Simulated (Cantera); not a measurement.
# Premixed flame

A freely propagating, adiabatic, planar premixed flame of 3.99 % C3H8, 18.2 % O2, 68.3 % N2, 9.58 % CO2, unburnt at 400 K and 0.140 bar; mixture-averaged transport, grid criteria slope 0.08 and curve 0.16, no radiation.

Model: GRI-Mech 3.0 (53 species, 325 reactions), integrated in Cantera. GRI-Mech 3.0 was tuned for natural gas; its chemistry of propane as a main component is partial and can be far from experiment. Burning velocities carry a grid error of a few per cent, more on coarse grids.

| z (mm) | T (K) | u (m/s) | x C3H8 | x O2 | x CO2 | x HO2 | x CH4 | x CH2O |
|---|---|---|---|---|---|---|---|---|
| -6.95 | 400 | 0.680 | 0.0399 | 0.181 | 0.0957 | 2.64e-8 | 3.13e-7 | 5.00e-8 |
| -4.63 | 401 | 0.683 | 0.0398 | 0.181 | 0.0955 | 5.63e-7 | 5.72e-6 | 1.70e-6 |
| -3.47 | 405 | 0.692 | 0.0397 | 0.180 | 0.0953 | 2.55e-6 | 2.43e-5 | 9.80e-6 |
| -2.32 | 441 | 0.758 | 0.0393 | 0.176 | 0.0947 | 1.66e-5 | 0.000168 | 0.000105 |
| -1.16 | 769 | 1.36 | 0.0305 | 0.144 | 0.0940 | 5.45e-5 | 0.00133 | 0.000871 |
| -0.579 | 1157 | 2.11 | 0.0115 | 0.103 | 0.0970 | 0.000145 | 0.00215 | 0.00130 |
| 0 | 1525 | 2.85 | 0.000418 | 0.0579 | 0.105 | 0.000113 | 0.00119 | 0.000640 |
| 0.579 | 1671 | 3.13 | 5.42e-7 | 0.0330 | 0.116 | 1.06e-5 | 0.000167 | 7.96e-5 |
| 1.16 | 1701 | 3.18 | <1e-8 | 0.0237 | 0.125 | 1.74e-6 | 1.13e-5 | 4.35e-6 |
| 2.32 | 1723 | 3.21 | <1e-8 | 0.0188 | 0.135 | 1.16e-6 | 4.45e-8 | 1.05e-8 |
| 4.63 | 1749 | 3.25 | <1e-8 | 0.0169 | 0.140 | 1.02e-6 | <1e-8 | <1e-8 |
| 9.26 | 1784 | 3.30 | <1e-8 | 0.0156 | 0.142 | 8.90e-7 | <1e-8 | <1e-8 |
| 18.5 | 1834 | 3.38 | <1e-8 | 0.0138 | 0.145 | 7.28e-7 | <1e-8 | <1e-8 |
x: mole fraction of selected species; z is measured from the peak of heat release.

The laminar burning velocity is 67.9 cm/s, the thermal thickness comes out as 2.32 mm and the peak x(HO2) is 0.000182. The peak x(CH4) comes out as 0.00216 and the peak x(CH2O) is 0.00130. The grid points comes out as 164.
